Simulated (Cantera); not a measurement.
**Low-pressure radical oxidation in H2/O2**

An isothermal, constant-pressure homogeneous reactor starts with 0.206 % H2, 17.2 % O2, 82.6 % N2, at 1075 K and 1330 Pa.

Model: the H2/O2 subset of GRI-Mech 3.0, which has no nitrogen chemistry, integrated in Cantera. Radical loss at walls, strong at low pressure, is not modelled.

```
t (s)        x H2   x O2       x H       x O      x OH     x H2O     x HO2
--------  -------  -----  --------  --------  --------  --------  --------
6.00e-6   0.00206  0.172    <1e-12    <1e-12    <1e-12    <1e-12    <1e-12
1.90e-5   0.00206  0.172    <1e-12    <1e-12    <1e-12    <1e-12    <1e-12
6.00e-5   0.00206  0.172  1.31e-12    <1e-12    <1e-12    <1e-12  1.39e-12
0.000190  0.00206  0.172  3.63e-12    <1e-12    <1e-12    <1e-12  4.41e-12
0.000600  0.00206  0.172  8.34e-12  6.19e-12  5.80e-12    <1e-12  1.40e-11
0.00190   0.00206  0.172  1.69e-11  3.94e-11  3.24e-11  1.26e-11  4.43e-11
0.00600   0.00206  0.172  6.15e-11  2.97e-10  1.96e-10  2.22e-10  1.42e-10
0.0190    0.00206  0.172   1.82e-9   1.11e-8   6.59e-9   1.26e-8  5.57e-10
0.0600    0.00166  0.172   5.36e-5  0.000251  0.000127  0.000312   4.75e-7
0.190     9.59e-6  0.170   9.28e-5   0.00122   9.23e-5   0.00196   3.03e-7
0.600     4.45e-6  0.171   3.01e-5  0.000583   6.31e-5   0.00201   2.19e-7
1.90      1.08e-6  0.171   3.67e-6  0.000144   3.13e-5   0.00205   1.10e-7
6.00      1.57e-7  0.171   2.14e-7   2.16e-5   1.22e-5   0.00206   3.56e-8
19.0      2.03e-8  0.171   1.06e-8   2.90e-6   4.48e-6   0.00206   8.26e-9
60.0      3.12e-9  0.171  6.71e-10   4.59e-7   1.79e-6   0.00207   1.72e-9
```
x: mole fraction; the columns are a selection and need not sum to one.

Equilibrium at this temperature and pressure: H2 3.05e-11, O2 0.171, H <1e-12, O 4.73e-9, OH 1.81e-7, H2O 0.00207, HO2 1.19e-10 (gas phase only).
